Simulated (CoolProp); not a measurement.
1000 sccm (0 °C, 1 atm) of nitrogen bubbles through liquid methanol at 300.5 K and leaves saturated at a total pressure of 0.15 MPa (ideal gas phase). Each further row changes one setting.

The numbers come from the reference Helmholtz-energy equation of state, de Reuck 1993 in CoolProp.

```csv
case,vapour pressure (kPa),mole fraction of vapour,delivery (mg/min),delivery (sccm),change of delivery for a bath 1 K warmer (%)
as stated,19.2,[?],[?],146,[?]
bath temperature 305.5 K,[?],0.164,[?],196,[?]
total pressure 0.3 MPa,19.2,[?],97.6,[?],5.6
```

Question: Some entries are withheld; supply them.

Answer: 
- as stated, mole fraction of vapour: 0.128
- as stated, delivery (mg/min): 209
- as stated, change of delivery for a bath 1 K warmer (%): 6.0
- bath temperature 305.5 K, vapour pressure (kPa): 24.6
- bath temperature 305.5 K, delivery (mg/min): 281
- bath temperature 305.5 K, change of delivery for a bath 1 K warmer (%): 6.1
- total pressure 0.3 MPa, mole fraction of vapour: 0.0639
- total pressure 0.3 MPa, delivery (sccm): 68.2
